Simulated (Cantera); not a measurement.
Input: 1 mol CH₂F₂, a varied amount of F₂, at 2677 °C and 3.00 Torr.

Method: chemical equilibrium by Gibbs-energy minimisation in Cantera with the NASA 1993 tables (ideal gas, pure condensed phases). Candidate condensed phases: C, C₆H₆, C₇H₈, C₈H₁₈; 95 gas species. Rates play no part.

Problem. What share of the C ends up in condensed phases as a function of n(F₂) (mol), at 0.016, 0.022, 0.031, 0.043, 0.06, 0.084, 0.12, 0.16, 0.23, 0.32, 0.45, 0.63?

Solution. 
```
n(F₂) (mol)  C condensed (%)           as
-----------  ---------------  -----------
0.016                   56.3  C(graphite)
0.022                   56.1  C(graphite)
0.031                   55.8  C(graphite)
0.043                   55.4  C(graphite)
0.06                    54.9  C(graphite)
0.084                   54.0  C(graphite)
0.12                    52.7  C(graphite)
0.16                    51.1  C(graphite)
0.23                    48.2  C(graphite)
0.32                    44.2  C(graphite)
0.45                    38.0  C(graphite)
0.63                    28.9  C(graphite)
```
